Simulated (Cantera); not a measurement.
A closed system holds: 1 mol CH₃OH, 0.33 mol NH₃, 0.19 mol N₂, at 16500 Torr.

Cantera equilibrium calculation (NASA polynomials, part measured and part estimated; ideal gas, pure solids and liquids). Candidate condensed phases: C, C₆H₆, C₇H₈, C₈H₁₈, H₂O; 136 gas species. Equilibrium is a limit: real reactors are often held back by kinetics, nucleation or transport.

**Question.** Which condensed phases are stable at each of these points (T (K)): 875, 1075, 1275, 1475, 1675, 1875, 2075, 2275, 2475, 2675?

**Answer.** 
```csv
T (K),condensed phases,C condensed (%)
875,C(graphite),8.2
1075,C(graphite),5.5
1275,gas only,0.0
1475,gas only,0.0
1675,gas only,0.0
1875,gas only,0.0
2075,gas only,0.0
2275,gas only,0.0
2475,gas only,0.0
2675,gas only,0.0
```

From 875 K to 1075 K the condensed part is C(graphite). From 1275 K to 2675 K nothing is condensed.
